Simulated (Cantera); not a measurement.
Input (Python, Cantera):

```python
import numpy as np
import cantera as ct

gas = ct.Solution("gri30.yaml", transport_model="mixture-averaged")
show = ['H', 'NH3', 'CH3']

rows = []
print(f"{'T/K':>7s}{'rho':>11s}{'cp':>10s}{'mu':>11s}{'lambda':>11s}{'Pr':>7s}" + "".join(f"{'D_' + s:>11s}" for s in show))
for T in [400, 550, 700, 850, 1000, 1150]:
    gas.TPX = T, 180, {'C2H6': 0.69}
    Pr = gas.cp_mass * gas.viscosity / gas.thermal_conductivity
    D = [gas.mix_diff_coeffs_mole[gas.species_index(s)] for s in show]
    rows.append([gas.density, gas.cp_mass, gas.viscosity, gas.thermal_conductivity, Pr, *D])
    print(f"{T:7g}{gas.density:11.4e}{gas.cp_mass:10.1f}{gas.viscosity:11.4e}"
          f"{gas.thermal_conductivity:11.4e}{Pr:7.3f}" + "".join(f"{d:11.4e}" for d in D))
print("SI units: kg/m3, J/kg/K, Pa s, W/m/K, m2/s")
```

Result:

```
    T/K        rho        cp         mu     lambda     Pr        D_H      D_NH3      D_CH3
    400 1.6275e-03    2166.5 1.2323e-05 3.5590e-02  0.750 7.9363e-02 1.4453e-02 1.5234e-02
    550 1.1836e-03    2784.4 1.6244e-05 6.0276e-02  0.750 1.4094e-01 2.6730e-02 2.7049e-02
    700 9.2998e-04    3308.0 1.9713e-05 8.6786e-02  0.751 2.1531e-01 4.1962e-02 4.1317e-02
    850 7.6587e-04    3716.6 2.2851e-05 1.1352e-01  0.748 3.0121e-01 5.9810e-02 5.7796e-02
   1000 6.5099e-04    4080.0 2.5738e-05 1.3980e-01  0.751 3.9773e-01 8.0031e-02 7.6313e-02
   1150 5.6607e-04    4364.9 2.8428e-05 1.6532e-01  0.751 5.0422e-01 1.0244e-01 9.6740e-02
SI units: kg/m3, J/kg/K, Pa s, W/m/K, m2/s
```

Computed with Cantera and GRI-Mech 3.0 (53 species, 325 reactions). The composition is frozen, though it would react at the higher temperatures.
